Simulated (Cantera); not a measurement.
Charge: 1 mol Cu2O, 2 mol C, 4 mol N2, 0.035 mol H2O, at 1.00 bar.

Equilibrium computed with Cantera from the NASA thermochemical tables; the gas is ideal and each condensed phase is pure. Candidate condensed phases: C, C6H6, C7H8, C8H18, Cu, CuO, Cu(OH)2, Cu2O, H2O; 139 gas species. Kinetics and transport are ignored.

Q: What share of the Cu ends up in condensed phases as a function of T (°C), at 1127, 1327, 1527, 1727, 1927, 2127, 2327?

A: 
```tsv
T (°C)	Cu condensed (%)	as
1127	100.0	Cu(l)
1327	100.0	Cu(l)
1527	99.9	Cu(l)
1727	98.9	Cu(l)
1927	93.9	Cu(l)
2127	73.2	Cu(l)
2327	0.0	-
```
